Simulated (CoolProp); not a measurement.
Saturation properties of the fluoroketone C6F12O (FK-5-1-12).

Computed with CoolProp (reference Helmholtz-energy equation of state, McLinden 2015).

| T (K) | p (MPa) | vapour density (kg/m³) | liquid cp (kJ/(kg K)) |
|---|---|---|---|
| 213.8 | 0.0001734 | 0.03085 | 1.105 |
| 219.3 | 0.0002922 | 0.05068 | 1.101 |
| 224.9 | 0.0004808 | 0.08136 | 1.098 |
| 230.5 | 0.0007676 | 0.1268 | 1.095 |
| 236 | 0.001183 | 0.1909 | 1.093 |
| 241.6 | 0.001790 | 0.2826 | 1.091 |
| 247.2 | 0.002646 | 0.4087 | 1.090 |
| 252.7 | 0.003803 | 0.5753 | 1.089 |
| 258.3 | 0.005390 | 0.7993 | 1.089 |
| 263.9 | 0.007500 | 1.091 | 1.090 |
| 269.4 | 0.01020 | 1.457 | 1.090 |
| 275 | 0.01372 | 1.926 | 1.092 |
| 280.5 | 0.01811 | 2.500 | 1.094 |
| 286.1 | 0.02368 | 3.219 | 1.096 |
| 291.7 | 0.03056 | 4.095 | 1.099 |

It boils at 322.2 K under 1 atm.
